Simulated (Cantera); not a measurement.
A Cantera script and its output.

```python
import numpy as np
import cantera as ct

gas = ct.Solution("gri30.yaml")


def delay(T, t_max=10):
    gas.TPX = T, 100000, {'H2': 1, 'O2': 0.417, 'N2': 1.57}
    reactor = ct.IdealGasConstPressureReactor(gas, clone=False)
    net = ct.ReactorNet([reactor])
    net.rtol, net.atol = 1e-8, 1e-16
    while net.time < t_max:
        t_old, T_old = net.time, reactor.T
        net.step()
        if reactor.T > T + 400:  # ignition: a rise of 400 K
            return t_old + (T + 400 - T_old) / (reactor.T - T_old) * (net.time - t_old)
    return np.nan


taus = []
for T in [925, 975, 1025, 1075, 1125, 1175, 1225, 1275, 1325]:
    taus.append(delay(T))
    print(f"T0 = {T:6g} K   tau = {taus[-1]:.4e} s")
```

Result:

```
T0 =    925 K   tau = 5.9179e-02 s
T0 =    975 K   tau = 7.6032e-04 s
T0 =   1025 K   tau = 2.0392e-04 s
T0 =   1075 K   tau = 1.1379e-04 s
T0 =   1125 K   tau = 7.5702e-05 s
T0 =   1175 K   tau = 5.4901e-05 s
T0 =   1225 K   tau = 4.2077e-05 s
T0 =   1275 K   tau = 3.3616e-05 s
T0 =   1325 K   tau = 2.7809e-05 s
```

Detailed kinetics in Cantera: GRI-Mech 3.0 (53 species, 325 reactions). Below about 950 K walls govern HO2 and H2O2 in real vessels. Where the delays flatten at high temperature, the 400 K rule measures the pace of heat release, not the induction time.
